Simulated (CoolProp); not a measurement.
Chloromethane (R40) along the isotherm 459.3 K: fugacity coefficient from the reference equation and from simpler models built on Tc = 418.6 K, pc = 69.29 bar, ω = 0.150; each cubic takes its own stable root.

Values from CoolProp's reference Helmholtz-energy equation of state, Thol 2014.

```csv
p (bar),phase,reference,Redlich-Kwong,Soave-Redlich-Kwong
11.5,gas,0.9558,0.9573,0.9585
23.1,gas,0.9122,0.9151,0.9175
34.6,gas,0.8699,0.8740,0.8777
46.2,gas,?,0.8332,0.8382
57.7,gas,0.7877,?,?
69.3,supercritical,0.7476,0.7538,?
80.8,supercritical,0.7084,0.7148,0.7242
92.4,supercritical,0.6695,0.6759,0.6871
104,supercritical,0.6314,?,0.6509
```

Some entries are withheld; supply them.


- 46.2, reference: 0.8282
- 57.7, Redlich-Kwong: 0.7934
- 57.7, Soave-Redlich-Kwong: 0.7998
- 69.3, Soave-Redlich-Kwong: 0.7615
- 104, Redlich-Kwong: 0.6377
